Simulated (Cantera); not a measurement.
Adiabatic ignition

An adiabatic, constant-volume homogeneous reactor starts with CH₄ : H₂ : O₂ : N₂ = 1 : 0.34 : 3.62 : 20 (molar parts), equivalence ratio 0.60, at 1200 K and 5.00 bar.

Computed with Cantera and GRI-Mech 3.0 (53 species, 325 reactions).

```
t (s)     T (K)  P (bar)   x CH₄      x H₂    x O₂       x H    x CH₃
--------  -----  -------  ------  --------  ------  --------  -------
7.00e-6    1200     5.00  0.0401    0.0136   0.145  3.35e-10  1.58e-8
1.83e-5    1200     5.00  0.0401    0.0136   0.145  5.81e-10  4.56e-8
4.80e-5    1200     5.00  0.0401    0.0136   0.145   1.45e-9  1.50e-7
0.000126   1200     5.00  0.0401    0.0136   0.145   6.80e-9  7.66e-7
0.000329   1200     5.00  0.0400    0.0136   0.145   2.44e-7  1.88e-5
0.000863   1239     5.16  0.0365    0.0131   0.142   3.23e-6  8.74e-5
0.00226    2371     9.83  <1e-12  0.000378  0.0575   8.64e-5   <1e-12
0.00592    2366     9.81  <1e-12  0.000372  0.0565   8.36e-5   <1e-12
0.0155     2358     9.77  <1e-12  0.000362  0.0549   7.94e-5   <1e-12
0.0406     2351     9.75  <1e-12  0.000354  0.0537   7.61e-5   <1e-12
0.106      2350     9.74  <1e-12  0.000353  0.0535   7.56e-5   <1e-12
0.278      2350     9.74  <1e-12  0.000353  0.0535   7.56e-5   <1e-12
0.729      2350     9.74  <1e-12  0.000353  0.0535   7.56e-5   <1e-12
1.91       2350     9.74  <1e-12  0.000353  0.0535   7.56e-5   <1e-12
5.00       2350     9.74  <1e-12  0.000353  0.0535   7.56e-5   <1e-12
```
x: mole fraction; the columns are a selection and need not sum to one.

* **time of steepest temperature rise**: 1.09 ms
* **temperature at 5.00 s**: 2350 K
* **equilibrium temperature**: 2350 K
* **x(CH₄) at 5.00 s**: <1e-12 (gas-phase equilibrium <1e-12)
* **x(H₂) at 5.00 s**: 0.000353 (gas-phase equilibrium 0.000353)
* **x(O₂) at 5.00 s**: 0.0535 (gas-phase equilibrium 0.0535)
